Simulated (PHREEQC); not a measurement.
PHREEQC input (ion-association model, phreeqc.dat):

```
SOLUTION 0
  temp 25
  units mmol/kgw
  pH 7 charge
  Cl 181.61
  Mn(2) 87
  Mg 3.8
SOLUTION 1-40
  temp 25
  units mmol/kgw
  pH 7 charge
  Br 3.1
  K 3.1
  Cl 0.01
END
EXCHANGE 1-40
  X 0.34
  -equilibrate 1
END
SELECTED_OUTPUT 1
  -reset false
  -pH true
  -pe true
  -ionic_strength true
  -water true
  -step true
  -totals Br Cl K Mg Mn Mn(2) Mn(3)
  -molalities MgX2 MnX2 KX
  -saturation_indices Pyrochroite Sylvite
PRINT
  -reset false
TRANSPORT
  -cells 40
  -shifts 240
  -lengths 0.0025
  -time_step 720
  -dispersivities 0.005
  -boundary_conditions flux flux
  -correct_disp true
  -punch_cells 40
  -punch_frequency 8
END
```

Selected output (columns that matter, 21 of 31 rows; pore volumes added in front):

```
pore volumes	pH	mu	Br	Cl	K	Mg	Mn	m_MgX2	m_MnX2	m_KX	si_Pyrochroite	si_Sylvite
0	5.0244	0.00311	0.0031	1e-05	0.0031	0	0	0	0	0.34	-1000	-8.4619
0.4125	5.0259	0.0035899	0.0030917	0.00049824	0.0035799	0	0	0	0	0.34	-1000	-6.7057
0.6125	5.0477	0.016785	0.0028625	0.013922	0.016775	0	2.7415e-24	0	2.1097e-22	0.34	-28.892	-4.6458
0.8125	5.0716	0.057636	0.0021531	0.055483	0.057626	5.0291e-12	1.0381e-08	4.0805e-11	6.3386e-08	0.34	-13.418	-3.5845
1.2125	5.0911	0.14527	0.00068237	0.14164	0.13327	3.6709e-05	0.0044842	5.2785e-05	0.0044401	0.33101	-7.8963	-2.8907
1.6125	5.0956	0.18661	0.00014003	0.17341	0.13151	0.00032407	0.020691	0.00040451	0.01743	0.30433	-7.2645	-2.8389
1.8125	5.0963	0.19586	5.832e-05	0.17819	0.12154	0.00051082	0.027839	0.00067377	0.024758	0.28914	-7.1409	-2.869
2.0125	5.0967	0.20186	2.3472e-05	0.18024	0.11094	0.00070027	0.033956	0.00099004	0.032397	0.27323	-7.0574	-2.9093
2.4125	5.097	0.20982	3.5545e-06	0.1814	0.091147	0.001074	0.04405	0.0017367	0.048222	0.24008	-6.9472	-2.9999
2.8125	5.0972	0.21575	5.0953e-07	0.18158	0.074111	0.0014367	0.052293	0.0025975	0.064198	0.20641	-6.8745	-3.0956
3.0125	5.0972	0.21833	1.9047e-07	0.1816	0.066564	0.0016128	0.0559	0.0030565	0.072038	0.18981	-6.8463	-3.1448
3.2125	5.0973	0.22071	7.0783e-08	0.18161	0.059609	0.0017842	0.059209	0.0035267	0.079678	0.17359	-6.8219	-3.1952
3.6125	5.0974	0.22494	9.6519e-09	0.18161	0.047345	0.0021104	0.065017	0.0044769	0.094106	0.14283	-6.7825	-3.2995
4.0125	5.0975	0.22852	1.3013e-09	0.18161	0.037092	0.0024092	0.069845	0.005403	0.10707	0.11506	-6.7524	-3.4089
4.2125	5.0975	0.23007	4.7646e-10	0.18161	0.032659	0.0025467	0.071924	0.0058447	0.11291	0.10248	-6.74	-3.4657
4.4125	5.0976	0.23148	1.7421e-10	0.18161	0.028655	0.0026757	0.073797	0.006267	0.11831	0.090836	-6.7293	-3.5239
4.8125	5.0976	0.2339	2.3221e-11	0.18161	0.021831	0.0029073	0.076977	0.0070416	0.12777	0.070376	-6.7116	-3.6443
5.2125	5.0977	0.23583	3.0866e-12	0.18161	0.016412	0.0031032	0.079491	0.0077115	0.13549	0.053589	-6.6982	-3.77
5.4125	5.0977	0.23663	1.1245e-12	0.18161	0.014162	0.0031881	0.080531	0.0080054	0.13875	0.046484	-6.6927	-3.8348
5.6125	5.0977	0.23734	4.0954e-13	0.18161	0.012184	0.0032648	0.081443	0.0082723	0.14164	0.040172	-6.688	-3.9007
6.0125	5.0978	0.23851	5.4279e-14	0.18161	0.0089408	0.0033951	0.082934	0.0087284	0.14642	0.029694	-6.6805	-4.0362
```
